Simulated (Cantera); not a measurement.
An adiabatic, constant-pressure homogeneous reactor starts with 9.17 % C3H8, 19.1 % O2, 71.8 % N2, equivalence ratio 2.4, at 1073 K and 2400000 Pa.

Computed with Cantera and GRI-Mech 3.0 (53 species, 325 reactions). GRI-Mech 3.0 was tuned for natural gas; its chemistry of propane as a main component is partial and can be far from experiment. The pressure lies above the range GRI-Mech 3.0 was tuned for (to about 10 atm).

Predict: time of steepest temperature rise; temperature at 0.200 s; equilibrium temperature; x(HCN) at 0.200 s; x(H2O) at 0.200 s; x(H2) at 0.200 s.


| Property | Result |
|---|---|
| time of steepest temperature rise | 8.65 ms |
| temperature at 0.200 s | 2023 K |
| equilibrium temperature | 2023 K |
| x(HCN) at 0.200 s | 7.52e-6 (gas-phase equilibrium 1.03e-5) |
| x(H2O) at 0.200 s | 0.0653 (gas-phase equilibrium 0.0653) |
| x(H2) at 0.200 s | 0.204 (gas-phase equilibrium 0.204) |
